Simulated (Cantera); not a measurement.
A closed system holds: 1 mol MgO, 0.08 mol H2S, 0.038 mol O2, at 34.5 Torr.

Method: chemical equilibrium by Gibbs-energy minimisation in Cantera with the NASA 1993 tables (ideal gas, pure condensed phases). Candidate condensed phases: H2O, H2SO4, Mg, MgO, Mg(OH)2, MgS, MgSO4, S; 26 gas species. Gases not in the tables: S3 to S7. The numbers say what is thermodynamically allowed, not how fast it happens.

x: gas mole fraction; n: condensed amount in mol.

```json
[
 {"T (°C)": "477", "x H2O": "0.489", "x S2": "0.190", "x H2S": "0.223", "x SO2": "0.0927", "x H2": "0.000489", "n MgO(s)": "1.00"},
 {"T (°C)": "527", "x H2O": "0.502", "x S2": "0.207", "x H2S": "0.204", "x SO2": "0.0833", "x H2": "0.00104", "n MgO(s)": "1.00"},
 {"T (°C)": "577", "x H2O": "0.516", "x S2": "0.219", "x H2S": "0.186", "x SO2": "0.0751", "x H2": "0.00204", "n MgO(s)": "1.00"},
 {"T (°C)": "627", "x H2O": "0.526", "x S2": "0.228", "x H2S": "___", "x SO2": "0.0685", "x H2": "___", "n MgO(s)": "1.00"},
 {"T (°C)": "677", "x H2O": "0.534", "x S2": "0.236", "x H2S": "0.157", "x SO2": "0.0632", "x H2": "0.00630", "n MgO(s)": "1.00"},
 {"T (°C)": "727", "x H2O": "0.540", "x S2": "0.243", "x H2S": "0.145", "x SO2": "0.0592", "x H2": "0.0101", "n MgO(s)": "1.00"},
 {"T (°C)": "777", "x H2O": "0.543", "x S2": "0.249", "x H2S": "0.134", "x SO2": "0.0562", "x H2": "0.0154", "n MgO(s)": "1.00"},
 {"T (°C)": "827", "x H2O": "0.544", "x S2": "0.254", "x H2S": "0.123", "x SO2": "0.0544", "x H2": "0.0224", "n MgO(s)": "1.00"},
 {"T (°C)": "877", "x H2O": "0.543", "x S2": "0.258", "x H2S": "0.112", "x SO2": "0.0535", "x H2": "0.0312", "n MgO(s)": "1.00"},
 {"T (°C)": "927", "x H2O": "0.539", "x S2": "0.261", "x H2S": "___", "x SO2": "0.0537", "x H2": "___", "n MgO(s)": "1.00"},
 {"T (°C)": "977", "x H2O": "0.533", "x S2": "0.263", "x H2S": "0.0920", "x SO2": "0.0548", "x H2": "0.0539", "n MgO(s)": "1.00"}
]
```

**Question.** Fill in the missing entries.

**Answer.** 
- 627, x H2S: 0.171
- 627, x H2: 0.00370
- 927, x H2S: 0.102
- 927, x H2: 0.0417
